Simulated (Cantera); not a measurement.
A perfectly stirred reactor is fed with CH₄ : O₂ : N₂ = 1 : 1.67 : 6.27 (molar parts), at 0.290 bar; it is adiabatic with a 625 K inlet, and is followed from long to short residence time, starting on the burning branch (τ in s: 0.37, 0.14, 0.05, 0.018, 0.0068, 0.0025, 0.00092, 0.00034, 0.00012, 4.6e-05, 1.7e-05, 6.2e-06).

Cantera simulation using GRI-Mech 3.0 (53 species, 325 reactions); the numbers are that mechanism's predictions, not measurements.

Q: What does this change do: N2 6.27 to 4.2 parts?

A: 
```csv
quantity,before,after
"blow-out, bracketed by the residence times tried","burning at 0.340 ms, out at 0.120 ms","burning at 0.120 ms, out at 46.0 µs"
x(CH₄) at τ = 0.370 s,2.15e-6,6.42e-7
x(O₂) at τ = 0.370 s,0.00125,0.00557
x(H₂O) at τ = 0.370 s,0.184,0.223
x(HCO) at τ = 0.370 s,3.75e-8,5.04e-8
x(CO₂) at τ = 0.370 s,0.0590,0.0660
x(CH₄) at τ = 0.920 ms,0.000249,0.000160
x(O₂) at τ = 0.920 ms,0.00956,0.0128
x(H₂O) at τ = 0.920 ms,0.165,0.206
x(HCO) at τ = 0.920 ms,7.91e-6,7.53e-6
x(CO₂) at τ = 0.920 ms,0.0506,0.0596
```

Q: What does this change do: CH4 1 to 0.69 parts?

A: 
| quantity | before | after |
|---|---|---|
| blow-out, bracketed by the residence times tried | burning at 0.340 ms, out at 0.120 ms | burning at 0.340 ms, out at 0.120 ms |
| x(CH₄) at τ = 0.370 s | 2.15e-6 | 1.55e-6 |
| x(O₂) at τ = 0.370 s | 0.00125 | 0.0342 |
| x(H₂O) at τ = 0.370 s | 0.184 | 0.153 |
| x(HCO) at τ = 0.370 s | 3.75e-8 | 1.89e-8 |
| x(CO₂) at τ = 0.370 s | 0.0590 | 0.0736 |
| x(CH₄) at τ = 0.920 ms | 0.000249 | 0.000212 |
| x(O₂) at τ = 0.920 ms | 0.00956 | 0.0466 |
| x(H₂O) at τ = 0.920 ms | 0.165 | 0.133 |
| x(HCO) at τ = 0.920 ms | 7.91e-6 | 6.32e-6 |
| x(CO₂) at τ = 0.920 ms | 0.0506 | 0.0536 |
